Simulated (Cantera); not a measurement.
A closed system holds: 1 mol AlN, a varied amount of H2, 1.8 mol O2, equilibrated at 1975 K and 8.50 Pa.

These are equilibrium values from Cantera (NASA tables, ideal gas, pure condensed phases), not measurements of a reactor. Candidate condensed phases: Al, AlN, Al2O3, H2O; 35 gas species. Kinetics and transport are ignored.

Problem. What share of the Al ends up in condensed phases as a function of n(H2) (mol), at 50, 67, 90, 120, 160, 220, 290, 390, 520, 690, 930?

Solution. 
| n(H2) (mol) | Al condensed (%) | as |
|---|---|---|
| 50 | 99.7 | Al2O3(s) |
| 67 | 99.5 | Al2O3(s) |
| 90 | 99.0 | Al2O3(s) |
| 120 | 98.1 | Al2O3(s) |
| 160 | 96.5 | Al2O3(s) |
| 220 | 92.8 | Al2O3(s) |
| 290 | 86.8 | Al2O3(s) |
| 390 | 75.3 | Al2O3(s) |
| 520 | 56.9 | Al2O3(s) |
| 690 | 28.9 | Al2O3(s) |
| 930 | 0.0 | - |
